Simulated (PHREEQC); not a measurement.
Solution A (12 mmol/kgw HBr and 5.3 mmol/kgw CuCl2) is mixed with solution B (0.065 mol/kgw NiCl2 and 0.00039 mol/kgw KCl) at 20 °C; shares are by mass of water, 1 kg in all. Oxygen alone is held at its pressure in air (log pO2 = -0.68). The system is closed to CO2. Solids allowed: Cu(OH)2, Atacamite, Ni(OH)2. Others were left out.

Equilibrium calculation in PHREEQC: ion-association model, wateq4f.dat.

```tsv
share of solution B	pH	Cu+2 (mol/kgw)	Ni+2 (mol/kgw)
0	1.98	0.00524	0
0.05	2.00	0.00495	…
0.1	2.03	0.00466	0.00623
0.2	2.09	0.00410	0.0124
0.25	2.12	0.00383	0.0154
0.3	2.15	0.00356	0.0184
0.4	…	0.00303	0.0243
0.45	2.26	0.00277	0.0273
0.5	2.31	0.00251	0.0302
0.55	2.35	…	0.0331
0.6	…	0.00199	0.0359
0.7	2.53	0.00148	0.0416
0.75	2.61	0.00123	…
0.8	…	0.000984	…
0.9	3.01	0.000489	0.0528
0.95	3.32	0.000244	…
1	5.86	0	0.0582
```

### Question
Complete the blanks.

### Answer

- 0.05, Ni+2 (mol/kgw): 0.00313
- 0.4, pH: 2.22
- 0.55, Cu+2 (mol/kgw): 0.00225
- 0.6, pH: 2.41
- 0.75, Ni+2 (mol/kgw): 0.0444
- 0.8, pH: 2.71
- 0.8, Ni+2 (mol/kgw): 0.0472
- 0.95, Ni+2 (mol/kgw): 0.0555
